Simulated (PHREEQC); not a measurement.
HCl is added in steps, without added water, to 1 kg of water holding 0.0018 mol NaHSO4 and 6.9e-05 mol Na2HPO4, at 49 °C. Oxygen alone is held at its pressure in air (log pO2 = -0.68). The system is closed to CO2. The run lets Halite, Mirabilite precipitate or redissolve, and no other solid.

Base run: PHREEQC, ion-association model, wateq4f.dat. Each further column changes one thing. The table gives HSO4- (mol/kgw).

```
HCl added (mol)      base  database phreeqc.dat  all activity coefficients set to 1  metal-ligand complexes left out  Debye-Hückel limiting law
---------------  --------  --------------------  ----------------------------------  -------------------------------  -------------------------
0                0.000277              0.000277                            0.000341                         0.000278                   0.000268
0.001187         0.000421              0.000421                            0.000518                         0.000423                   0.000407
0.002078         0.000511              0.000512                            0.000628                         0.000514                   0.000493
0.003266         0.000613              0.000614                            0.000751                         0.000616                   0.000590
0.004156         0.000679              0.000679                            0.000829                         0.000682                   0.000652
0.005344         0.000754              0.000755                            0.000918                         0.000757                   0.000723
0.006234         0.000803              0.000804                            0.000975                         0.000806                   0.000769
0.007422         0.000861              0.000862                             0.00104                         0.000864                   0.000823
0.008313         0.000900              0.000900                             0.00108                         0.000903                   0.000858
0.0095           0.000945              0.000946                             0.00114                         0.000948                   0.000900
```

H3PO4, which wateq4f.dat lacks, is added to it with the constant of phreeqc.dat. Constants without temperature data keep their 25 °C values here. phreeqc.dat and wateq4f.dat share most of their constants, so their agreement is no independent check. Solids allowed in the column 'database phreeqc.dat': Halite.
